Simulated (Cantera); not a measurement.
An adiabatic, constant-volume homogeneous reactor starts with CH₄ : H₂ : O₂ : N₂ = 1 : 0.19 : 1.16 : 4.38 (molar parts), at 1125 K and 0.310 bar. Integrator tolerance rtol = 1e-08.

Computed with Cantera and GRI-Mech 3.0 (53 species, 325 reactions).

Question: What does this change do: initial temperature 1125 to 1150 K?

Answer: 
| quantity | before | after |
|---|---|---|
| time of steepest temperature rise | 67.5 ms | 50.0 ms |
| temperature at 6.00 s | 2586 K | 2599 K |
| equilibrium temperature | 2586 K | 2599 K |
| x(CH₄) at 6.00 s | 2.39e-12 (gas-phase equilibrium 2.72e-12) | 2.20e-12 (gas-phase equilibrium 2.49e-12) |
| x(H₂) at 6.00 s | 0.129 (gas-phase equilibrium 0.129) | 0.129 (gas-phase equilibrium 0.129) |
| x(O₂) at 6.00 s | 0.000130 (gas-phase equilibrium 0.000130) | 0.000148 (gas-phase equilibrium 0.000148) |
| x(NO₂) at 6.00 s | 1.03e-8 (gas-phase equilibrium 1.03e-8) | 1.17e-8 (gas-phase equilibrium 1.17e-8) |
| x(CH₂O) at 6.00 s | 4.66e-9 (gas-phase equilibrium 4.66e-9) | 4.57e-9 (gas-phase equilibrium 4.57e-9) |

Question: What does this change do: pressure from 0.310 bar to 1.00 bar?

Answer: 
```json
[
 {"quantity": "time of steepest temperature rise", "before": "67.5 ms", "after": "25.2 ms"},
 {"quantity": "temperature at 6.00 s", "before": "2586 K", "after": "2634 K"},
 {"quantity": "equilibrium temperature", "before": "2586 K", "after": "2634 K"},
 {"quantity": "x(CH₄) at 6.00 s", "before": "2.39e-12 (gas-phase equilibrium 2.72e-12)", "after": "2.21e-11 (gas-phase equilibrium 2.50e-11)"},
 {"quantity": "x(H₂) at 6.00 s", "before": "0.129 (gas-phase equilibrium 0.129)", "after": "0.131 (gas-phase equilibrium 0.131)"},
 {"quantity": "x(O₂) at 6.00 s", "before": "0.000130 (gas-phase equilibrium 0.000130)", "after": "6.12e-5 (gas-phase equilibrium 6.12e-5)"},
 {"quantity": "x(NO₂) at 6.00 s", "before": "1.03e-8 (gas-phase equilibrium 1.03e-8)", "after": "9.09e-9 (gas-phase equilibrium 9.09e-9)"},
 {"quantity": "x(CH₂O) at 6.00 s", "before": "4.66e-9 (gas-phase equilibrium 4.66e-9)", "after": "1.55e-8 (gas-phase equilibrium 1.55e-8)"}
]
```
